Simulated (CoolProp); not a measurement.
Model: reference Helmholtz-energy equation of state, Lemmon 2004, in CoolProp. It is a short technical equation, of lower accuracy than the large ones.

### Question
Give the vapour pressure (bar), liquid density (kg/m³), liquid viscosity (µPa s) of saturated n-dodecane at 183.15 °C.

### Answer
```
T (°C)  p (bar)  liquid density (kg/m³)  liquid viscosity (µPa s)
------  -------  ----------------------  ------------------------
183.15    0.429                     624                       250
```

Viscosity comes from a separate model (Huber 2004).
